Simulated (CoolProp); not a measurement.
Vapour pressure (kPa) of water: the reference equation beside estimates from Tc = 647.1 K, pc = 22060 kPa, ω = 0.344. Clausius-Clapeyron is anchored at 378.8 K with a constant enthalpy of vaporisation of 40.38 kJ/mol.

Model: reference Helmholtz-energy equation of state, Wagner 2002, in CoolProp.

```tsv
T (K)	reference	Lee-Kesler	Clausius-Clapeyron	van der Waals
361.1	64.89	57.01	65.96	1245
367	81.09	72.19	81.88	1374
372.9	100.5	90.62	100.9	1512
378.8	123.6	112.8	123.6	1660
384.7	151.0	139.3	150.5	1817
390.6	183.1	170.7	182.1	1984
396.5	220.7	207.6	219.2	2161
402.4	264.3	250.8	262.3	2349
408.4	315.5	302.0	313.1	2551
414.3	373.5	360.2	370.9	2761
```

Absolute difference from the reference over all 10 rows, mean and median: Lee-Kesler 7.5 and 7.3 %, Clausius-Clapeyron 0.7 and 0.7 %, van der Waals 1116.3 and 1043.4 %.
